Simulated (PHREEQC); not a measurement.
1 kg of water holding 0.33 mol/kgw NaCl and 0.1 mol/kgw SrCl2 is evaporated at 25 °C; the solids stay in contact with the brine. CO2 from the air is kept out. Solids allowed: Halite. Others were left out.

All values are PHREEQC results (Pitzer model, pitzer.dat), not measurements.

```json
[
 {"water left (kg)": "1", "ionic strength": "0.630", "water activity": "0.984", "Halite (mol)": "0"},
 {"water left (kg)": "0.8219", "ionic strength": "0.767", "water activity": "0.981", "Halite (mol)": "0"},
 {"water left (kg)": "0.6755", "ionic strength": "0.933", "water activity": "0.977", "Halite (mol)": "0"},
 {"water left (kg)": "0.5552", "ionic strength": "1.13", "water activity": "0.972", "Halite (mol)": "0"},
 {"water left (kg)": "0.4563", "ionic strength": "1.38", "water activity": "0.965", "Halite (mol)": "0"},
 {"water left (kg)": "0.375", "ionic strength": "1.68", "water activity": "0.957", "Halite (mol)": "0"},
 {"water left (kg)": "0.3082", "ionic strength": "2.04", "water activity": "0.947", "Halite (mol)": "0"},
 {"water left (kg)": "0.2533", "ionic strength": "2.49", "water activity": "0.934", "Halite (mol)": "0"},
 {"water left (kg)": "0.2082", "ionic strength": "3.03", "water activity": "0.917", "Halite (mol)": "0"},
 {"water left (kg)": "0.1711", "ionic strength": "3.68", "water activity": "0.895", "Halite (mol)": "0"},
 {"water left (kg)": "0.1407", "ionic strength": "4.48", "water activity": "0.867", "Halite (mol)": "0"},
 {"water left (kg)": "0.1156", "ionic strength": "5.45", "water activity": "0.831", "Halite (mol)": "0"},
 {"water left (kg)": "0.09502", "ionic strength": "6.63", "water activity": "0.782", "Halite (mol)": "0"},
 {"water left (kg)": "0.07809", "ionic strength": "7.89", "water activity": "0.729", "Halite (mol)": "0.0136"},
 {"water left (kg)": "0.06418", "ionic strength": "8.31", "water activity": "0.722", "Halite (mol)": "0.0964"},
 {"water left (kg)": "0.05275", "ionic strength": "8.85", "water activity": "0.711", "Halite (mol)": "0.163"},
 {"water left (kg)": "0.04335", "ionic strength": "9.53", "water activity": "0.696", "Halite (mol)": "0.217"},
 {"water left (kg)": "0.03564", "ionic strength": "10.4", "water activity": "0.674", "Halite (mol)": "0.258"}
]
```

Halite from water left = 0.07809 kg.

Species that the database lacks are ignored.
